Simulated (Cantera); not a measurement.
What does this Cantera script print?

```python
import numpy as np
import cantera as ct

gas = ct.Solution("gri30.yaml")
gas.TPX = 1175, 100000, {'N2O': 1, 'O2': 1.4}
reactor = ct.IdealGasConstPressureReactor(gas, energy="off", clone=False)
net = ct.ReactorNet([reactor])
net.rtol, net.atol = 1e-08, 1e-18
show = ['N2O', 'O2', 'NO', 'N2', 'NO2']
times = np.geomspace(0.0006, 300, 11)

steps = ct.SolutionArray(gas, extra=["t"])
rows = []
print(f"{'t/s':>10s}{'T/K':>9s}{'P/Pa':>11s}" + "".join(f"{s:>11s}" for s in show))
for t in times:
    while net.time < t:
        t_next = net.step()
        steps.append(gas.state, t=t_next)
    rows.append([np.interp(t, steps.t, y) for y in (steps.T, steps.P, *steps(*show).X.T)])
    print(f"{t:10.3e}{rows[-1][0]:9.1f}{rows[-1][1]:11.4g}" + "".join(f"{x:11.3e}" for x in rows[-1][2:]))
rate = np.gradient(steps.T, steps.t)
print("integrator steps:", len(steps.t))
if steps.T.max() > steps.T[0] + 200:
    print(f"time of steepest temperature rise: {steps.t[rate.argmax()]:.4e} s")
gas.TPX = 1175, 100000, {'N2O': 1, 'O2': 1.4}
gas.equilibrate("TP")
print(f"equilibrium (TP): T = {gas.T:.1f} K  " + "  ".join(f"{s} {gas[s].X[0]:.3e}" for s in show))
```

Result:

```
       t/s      T/K       P/Pa        N2O         O2         NO         N2        NO2
 6.000e-04   1175.0      1e+05  4.166e-01  5.833e-01  8.279e-06  8.418e-05  1.485e-09
 2.229e-03   1175.0      1e+05  4.163e-01  5.834e-01  3.132e-05  3.154e-04  2.078e-08
 8.278e-03   1175.0      1e+05  4.152e-01  5.835e-01  1.165e-04  1.172e-03  2.602e-07
 3.075e-02   1175.0      1e+05  4.112e-01  5.841e-01  4.285e-04  4.329e-03  2.571e-06
 1.142e-01   1175.0      1e+05  3.968e-01  5.860e-01  1.540e-03  1.569e-02  1.542e-05
 4.243e-01   1175.0      1e+05  3.491e-01  5.924e-01  5.135e-03  5.331e-02  5.921e-05
 1.576e+00   1175.0      1e+05  2.281e-01  6.090e-01  1.356e-02  1.492e-01  1.630e-04
 5.854e+00   1175.0      1e+05  6.781e-02  6.324e-01  2.186e-02  2.777e-01  2.764e-04
 2.174e+01   1175.0      1e+05  2.810e-03  6.430e-01  2.275e-02  3.310e-01  4.877e-04
 8.077e+01   1175.0      1e+05  1.941e-07  6.434e-01  2.247e-02  3.333e-01  7.488e-04
 3.000e+02   1175.0      1e+05  1.298e-07  6.434e-01  2.246e-02  3.334e-01  7.485e-04
integrator steps: 1096
equilibrium (TP): T = 1175.0 K  N2O 8.899e-09  O2 6.551e-01  NO 1.890e-04  N2 3.447e-01  NO2 6.358e-06
```

Model: GRI-Mech 3.0 (53 species, 325 reactions), integrated in Cantera. GRI-Mech 3.0 was tuned for natural gas; its chemistry of N2O as a main component is partial and can be far from experiment. The mechanism lacks the step 2 NO + O2 → 2 NO2, which can matter for NO2 below about 1400 K. The temperature is held fixed by assumption; the heat of reaction is taken as removed at once.
